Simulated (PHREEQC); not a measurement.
Hard or scaling water: an equilibrium model

Consider water at 20 °C with 0.11 mol CaCl2, 0.0012 mol Na2SO4 and 0.00028 mol NaCl per kg of water. Closed to the air; pH follows from the charge balance.

Equilibrium calculation in PHREEQC: ion-association model, wateq4f.dat.

Each row changes one thing in this solution. No solid was allowed to form.

```csv
case,pH,ionic strength (mol/kgw),SO4-2 (mol/kgw),NaSO4- (mol/kgw),HSO4- (mol/kgw),SI of Halite (NaCl),SI of Mirabilite (Na2SO4:10H2O)
as made,6.94,0.331,0.000512,1.64e-6,1.80e-9,-5.11,-8.00
temperature from 20 to 55 °C,6.54,0.331,0.000471,1.70e-6,9.12e-9,-5.20,-9.60
diluted 100-fold with water,7.08,0.00333,1.06e-5,1.08e-9,6.45e-11,-8.85,-12.93
NaCl from 0.00028 to 2.8e-05 mol/kgw,6.94,0.331,0.000512,1.48e-6,1.80e-9,-5.15,-8.09
CaCl2 from 0.11 to 0.099 mol/kgw,6.95,[?],0.000521,1.73e-6,1.85e-9,-5.15,[?]
Na2SO4 from 0.0012 to 0.012 mol/kgw,6.97,0.340,0.00527,0.000150,1.70e-8,-4.16,-5.09
NaCl from 0.00028 to 5.6e-05 mol/kgw,6.94,0.331,0.000512,1.50e-6,1.80e-9,-5.15,-8.08
0.0018 mol/kgw HBr added,2.86,0.333,0.000500,1.60e-6,2.11e-5,-5.11,-8.01
CaCl2 replaced by ZnCl2 at the same molality,4.97,0.302,0.000480,1.59e-6,1.62e-7,-5.14,-8.01
```

**Question.** Complete the blanks.

**Answer.** 
- CaCl2 from 0.11 to 0.099 mol/kgw, ionic strength (mol/kgw): 0.298
- CaCl2 from 0.11 to 0.099 mol/kgw, SI of Mirabilite (Na2SO4:10H2O): -7.97

Some of these states are supersaturated (in Gypsum, for instance). At this temperature some constants are extrapolated from 25 °C, and those without enthalpy data are left unchanged.
